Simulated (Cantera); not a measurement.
A closed system holds: 1 mol toluene, 0.0093 mol O2, 0.24 mol N2, 0.032 mol NH3, at 36.8 Torr.

Cantera equilibrium calculation (NASA polynomials, part measured and part estimated; ideal gas, pure solids and liquids). Candidate condensed phases: C, C6H6, C7H8, C8H18, H2O; 136 gas species. Equilibrium is a limit: real reactors are often held back by kinetics, nucleation or transport.

Over these rows the condensed part is C(graphite). Partial pressures as log10 of bar:

```tsv
T (K)	1000/T (1/K)	log p HCN	log p H2	log p N2
1375	0.7273	-5.33	-1.34	-2.54
1475	0.6780	-4.99	-1.34	-2.54
1575	0.6349	?	-1.34	-2.54
1675	0.5970	-4.44	-1.34	-2.54
1775	0.5634	-4.21	-1.34	-2.54
1875	0.5333	-4.00	-1.34	-2.55
```

Problem. Fit log p(HCN) = a + b·(1000/T) to the five rows, give the apparent enthalpy, and predict the row at 1575 K.

Solution. Means: 1000/T = 0.6198, log p = -4.594. Sxy = -0.178717, Sxx = 0.0261265, so b = -6.84 and a = -4.594 − (-6.84)×0.6198 = -0.35.
Apparent enthalpy: −19.145 × (-6.84) = 131 kJ/mol. With the condensed phases at unit activity, C(graphite) + 1/2 H2(g) + 1/2 N2(g) = HCN(g) links this pressure to the main gases: over the six rows their terms move log p by -0.00 in all, so the slope is close to that reaction's ΔH°. The five rows lie within 0.01 of the line.
Prediction at 1575 K: -0.35 + (-6.84)×0.6349 = -4.69. The computed value is -4.70, 0.01 from the line.
